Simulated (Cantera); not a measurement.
An isothermal, constant-pressure homogeneous reactor starts with H₂ : O₂ : N₂ = 0.64 : 1 : 19 (molar parts), equivalence ratio 0.32, at 975 K and 57000 Pa.

Detailed kinetics in Cantera: the H2/O2 subset of GRI-Mech 3.0, which has no nitrogen chemistry.

x: mole fraction; the columns are a selection and need not sum to one.

| t (s) | x H₂ | x O₂ | x HO₂ | x O | x H₂O₂ | x OH | x H |
|---|---|---|---|---|---|---|---|
| 9.00e-6 | 0.0310 | 0.0484 | 2.93e-12 | <1e-12 | <1e-12 | <1e-12 | 2.58e-12 |
| 4.70e-5 | 0.0310 | 0.0484 | 1.83e-11 | 2.45e-12 | <1e-12 | <1e-12 | 1.32e-11 |
| 0.000246 | 0.0310 | 0.0484 | 2.59e-10 | 4.95e-11 | <1e-12 | 1.62e-11 | 1.81e-10 |
| 0.00128 | 0.0310 | 0.0484 | [?] | [?] | [?] | [?] | [?] |
| 0.00671 | 0.00108 | 0.0340 | 8.94e-6 | 1.65e-5 | 1.35e-6 | 1.52e-5 | 6.87e-6 |
| 0.0351 | 0.000355 | 0.0336 | 4.50e-6 | 1.51e-6 | 2.01e-6 | 1.88e-6 | 2.73e-7 |
| 0.183 | 9.86e-5 | 0.0335 | 1.81e-6 | 2.69e-7 | 5.75e-7 | 6.52e-7 | 2.66e-8 |
| 0.957 | 1.24e-5 | 0.0335 | 3.24e-7 | 1.48e-8 | 2.07e-8 | 1.75e-7 | 8.93e-10 |
| 5.00 | [?] | 0.0335 | [?] | 3.75e-10 | 2.37e-10 | [?] | 1.88e-11 |

### Question
Some entries are withheld; supply them.

### Answer

- 0.00128, x HO₂: 2.76e-6
- 0.00128, x O: 6.19e-7
- 0.00128, x H₂O₂: 6.78e-9
- 0.00128, x OH: 2.20e-7
- 0.00128, x H: 2.22e-6
- 5.00, x H₂: 1.03e-6
- 5.00, x HO₂: 3.09e-8
- 5.00, x OH: 4.31e-8
